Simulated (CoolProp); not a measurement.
The fluid at 293.15 K and 0.209 MPa flows at 0.26 m/s in a round tube of 100 mm bore and 0.25 µm roughness, fully developed (64/Re and Nu = 3.66 if laminar; Colebrook and Gnielinski if turbulent). The same conditions are run with several fluids, on thermodynamics alone (safety and materials aside).

Computed with CoolProp (reference Helmholtz-energy equation of state of each fluid (sulfur hexafluoride: Guder 2009; R152A: Outcalt 1996; propane: Lemmon 2009; carbon dioxide: Span 1996; propylene: Lemmon 2013)).

### Question
Rank sulfur hexafluoride, R152A, propane, carbon dioxide, propylene by Reynolds number, highest first.

### Answer
sulfur hexafluoride (22300), R152A (14100), propane (12700), propylene (11500), carbon dioxide (6760)

| fluid | Darcy friction factor | pressure drop (Pa/m) | heat-transfer coefficient (W/(m² K)) | mass flow (kg/h) |
|---|---|---|---|---|
| sulfur hexafluoride | 0.0252 | 0.110 | 7.48 | 94.4 |
| R152A | 0.0282 | 0.0568 | 5.91 | 43.7 |
| propane | 0.0290 | 0.0384 | 6.60 | 28.8 |
| carbon dioxide | 0.0343 | 0.0443 | 3.58 | 28.1 |
| propylene | 0.0298 | 0.0375 | 5.80 | 27.4 |

Transport values come from each fluid's own correlations; those of R152A, propylene are estimates that may be off by 10 % or more.
